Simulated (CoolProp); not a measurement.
n-decane along the isotherm 620 K: density (kg/m³) from the reference equation and from simpler models built on Tc = 617.7 K, pc = 2.101 MPa, ω = 0.488; each cubic takes its own stable root.

Model: reference Helmholtz-energy equation of state, Lemmon 2006, in CoolProp. It is a short technical equation, of lower accuracy than the large ones.

| p (MPa) | phase | reference |
|---|---|---|
| 0.808 | gas | 26.25 |
| 1.62 | gas | 70.00 |
| 2.42 | supercritical | 341.8 |
| 3.23 | supercritical | 388.3 |
| 4.04 | supercritical | 409.8 |
| 4.85 | supercritical | 424.6 |
| 5.66 | supercritical | 436.1 |
| 6.47 | supercritical | 445.5 |
| 7.27 | supercritical | 453.4 |
| 8.08 | supercritical | 460.5 |
| 8.89 | supercritical | 466.8 |
| 9.7 | supercritical | 472.5 |
| 10.5 | supercritical | 477.6 |

**Question.** How far does each simpler model (ideal gas, van der Waals, Soave-Redlich-Kwong, Peng-Robinson) lie from the reference over these 13 states: mean and median of the absolute difference, and the worst?

**Answer.** 
- ideal gas: mean 54.7 %, median 55.7 %, worst -80.5 % at 620 K and 2.42 MPa
- van der Waals: mean 29.6 %, median 33.4 %, worst -36.2 % at 620 K and 2.42 MPa
- Soave-Redlich-Kwong: mean 15.8 %, median 16.4 %, worst -26.4 % at 620 K and 2.42 MPa
- Peng-Robinson: mean 7.8 %, median 6.9 %, worst -19.0 % at 620 K and 2.42 MPa
